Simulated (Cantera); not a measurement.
Cantera with NASA thermochemical tables; ideal gases at 1 bar, condensed phases pure. Values are per mole of reaction as written; species without (g) are pure solids or liquids, kept so even where they would boil at 1 bar.

a) 2 Si + O₂(g) = 2 SiO(g)
b) Ta + O₂(g) = TaO₂(g)
c) 2 H₂(g) + O₂(g) = 2 H₂O(g)
d) V + O₂(g) = VO₂(g)
e) C + O₂(g) = CO₂(g)

Question: Order these by ΔG° at 825 K, most negative first.

Answer: c (-404 kJ), e (-396 kJ), a (-346 kJ), d (-256 kJ), b (-226 kJ)
